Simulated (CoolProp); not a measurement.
Vapour-liquid equilibrium of m-xylene (1) + n-decane (2) at 341.3 K; x and y are mole fractions of (1).

Values from CoolProp's multi-fluid Helmholtz-energy mixture model, Zhou 2012 and Lemmon 2006; pair parameters Bell 2016.

### Question
Give the bubble pressure and the first vapour's composition at x = 0.425, 0.5, 0.575. Is there an azeotrope?

### Answer
x = 0.425: 0.005475 MPa, y = 0.748; x = 0.5: 0.005982 MPa, y = 0.798; x = 0.575: 0.006487 MPa, y = 0.840. No azeotrope shows between x = 0.05 and 0.95.

The pair parameters rest on a limited set of measurements; away from them the model extrapolates.
